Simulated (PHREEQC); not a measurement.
Solution (59 °C): 86 mmol/kgw CdCl2, 0.14 mmol/kgw NaOH and 2.6 mmol/kgw NiCl2. Closed to the air; pH follows from the charge balance.

Computed with PHREEQC (ion-association model, wateq4f.dat).

```tsv
quantity	before	after
pH	6.54	6.42
ionic strength (mol/kgw)	0.113	0.114
Cl- (mol/kgw)	0.0927	0.0929
CdCl+ (mol/kgw)	0.0546	0.0545
Cd+2 (mol/kgw)	0.0171	0.0170
CdCl2 (mol/kgw)	0.0130	0.0130
SI of CdOHCl (CdOHCl)	+0.17	+0.05
SI of Halite (NaCl)	-6.79	-5.43
```

### Question
Name the change that produced these shifts.
A) diluted 2-fold with water
B) 0.003 mol/kgw NaHCO3 added
C) NiCl2 left out
D) NiCl2 from 0.0026 to 0.0052 mol/kgw
E) 0.0012 mol/kgw Na2SO4 added

### Answer
B, 0.003 mol/kgw NaHCO3 added

Precipitation was switched off in this run. Some of these states are supersaturated (in CdOHCl, Otavite, for instance). Constants without temperature data keep their 25 °C values here. The database's nickel carbonate constants are estimates that later reviews lower a good deal.
